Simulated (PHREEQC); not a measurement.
Make-up at 20 °C: 0.02 mol HF, 0.039 mol (CH3)4NF, 1.6e-05 mol H4SiO4 and 3.5e-05 mol HCl per kg of water. Closed to the air; pH follows from the charge balance.

Model: ion-association model, wateq4f.dat, run in PHREEQC.

Precipitation was switched off in this run.

Order these F species by the share of F that they hold, largest first: HF2-, HF, F-, H2F2, SiF6-2.

F- (63 %), HF (27 %), HF2- (7.4 %), H2F2 (2.7 %), SiF6-2 (0.16 %)

The pH is 3.42 and the ionic strength 0.0394 mol/kgw. (CH3)4N+ isn't in the database: it is added as a free cation with an ion size of 4 Å. SiF6-2 is the database's only silicon fluoride.
